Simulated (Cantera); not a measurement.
Ignition delay

Mixture: 8.06 % CH4, 0.605 % C2H6, 19.2 % O2, 72.1 % N2, at 0.987 atm, adiabatic and at constant volume. Ignition delay is the time to a rise of 400 K.

Cantera simulation using GRI-Mech 3.0 (53 species, 325 reactions); the numbers are that mechanism's predictions, not measurements.

| T0 (K) | delay (ms) |
|---|---|
| 1075 | 38.2 |
| 1175 | 10.4 |
| 1275 | 3.22 |
| 1375 | 1.06 |
| 1475 | 0.382 |
| 1575 | 0.156 |
| 1675 | 0.0739 |
| 1775 | 0.0403 |

```yaml
apparent activation energy between 1575 and 1775 K: 160 kJ/mol
```
